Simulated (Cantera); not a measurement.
Charge: 1 mol Pb, 0.51 mol H2, held at 1125 °C and 3600 Pa.

Method: chemical equilibrium by Gibbs-energy minimisation in Cantera with the NASA 1993 tables (ideal gas, pure condensed phases). Candidate condensed phases: Pb; 4 gas species. Rates play no part.

Base state: H2 0.763, Pb 0.237, Pb2 4.93e-5, H 2.18e-5 (mole fractions); condensed: Pb(l).

What changes in the equilibrium state with this change: pressure from 3600 Pa to 1000 Pa?


```
species      before     after
----------  -------  --------
Pb            0.237     0.662
H2            0.763     0.338
Pb2         4.93e-5  0.000107
H           2.18e-5   2.75e-5
Pb(l), mol    0.842         0
```

What changes in the equilibrium state with this change: 0.017 mol Cl2 added?


```
species      before     after
----------  -------  --------
H2            0.763     0.715
Pb            0.237     0.237
PbCl              0    0.0268
HCl               0    0.0209
PbCl2             0  0.000364
H           2.18e-5   2.11e-5
Pb(l), mol    0.842     0.814
```
Further candidate phases: PbCl2.
